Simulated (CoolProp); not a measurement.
Methanol along the isotherm 284.05 °C: Z from the reference equation and from simpler models built on Tc = 240.2 °C, pc = 8216 kPa, ω = 0.565; each cubic takes its own stable root.

Values from CoolProp's reference Helmholtz-energy equation of state, de Reuck 1993.

```tsv
p (kPa)	phase	reference	van der Waals	Redlich-Kwong	Soave-Redlich-Kwong	Peng-Robinson
1710	gas	0.9497	0.9473	0.9423	0.9479	0.9407
3420	gas	0.8925	0.8894	0.8805	0.8930	0.8791
5130	gas	0.8300	0.8243	0.8133	0.8347	0.8148
6850	gas	0.7625	0.7481	0.7382	0.7721	0.7469
8560	supercritical	0.6860	0.6543	0.6530	0.7054	0.6762
10300	supercritical	0.6021	0.5227	0.5515	0.6338	0.6021
12000	supercritical	0.5108	0.4240	0.4538	0.5657	0.5336
13700	supercritical	0.4126	0.4205	0.4117	0.5143	0.4824
15400	supercritical	0.3521	0.4387	0.4082	0.4896	0.4564
17100	supercritical	0.3323	0.4633	0.4184	0.4850	0.4495
18800	supercritical	0.3324	0.4905	0.4341	0.4913	0.4533
20500	supercritical	0.3406	0.5190	0.4526	0.5035	0.4629
```
